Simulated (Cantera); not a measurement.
Input: 1 mol Al, 0.21 mol O₂, 1.6 mol N₂, 0.00017 mol CO₂, at 0.120 bar.

These are equilibrium values from Cantera (NASA tables, ideal gas, pure condensed phases), not measurements of a reactor. Candidate condensed phases: Al, AlN, Al₂O₃, C; 32 gas species. Mutual solubility and eutectic melting of coexisting phases are not modelled. Rates play no part.

Task: Which condensed phases are stable at each of these points (T (°C)): 327, 427, 527, 627, 727, 827, 927?

Result: 
```csv
T (°C),condensed phases,Al condensed (%)
327,AlN(s) + Al₂O₃(s) + C(graphite),100.0
427,AlN(s) + Al₂O₃(s) + C(graphite),100.0
527,AlN(s) + Al₂O₃(s) + C(graphite),100.0
627,AlN(s) + Al₂O₃(s) + C(graphite),100.0
727,AlN(s) + Al₂O₃(s) + C(graphite),100.0
827,AlN(s) + Al₂O₃(s) + C(graphite),100.0
927,AlN(s) + Al₂O₃(s),100.0
```

From 327 °C to 827 °C the condensed part is AlN(s) + Al₂O₃(s) + C(graphite). At 927 °C the condensed part is AlN(s) + Al₂O₃(s).
